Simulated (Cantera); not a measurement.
Feed: 1 mol Ti, 4.3 mol H2, 10 mol N2, 14 mol H2O, equilibrated at 0.0100 bar.

Cantera equilibrium calculation (NASA polynomials, part measured and part estimated; ideal gas, pure solids and liquids). Candidate condensed phases: H2O, Ti, TiN, TiO, TiO2, Ti2O3, Ti3O5, Ti4O7; 27 gas species. Equilibrium is a limit: real reactors are often held back by kinetics, nucleation or transport.

Task: At 1725 °C, list the 4 most abundant gas species with their mole fractions, and the condensed phases.

Result: H2O 0.420, N2 0.352, H2 0.219, H 0.00750. Condensed: TiO2(rutile).
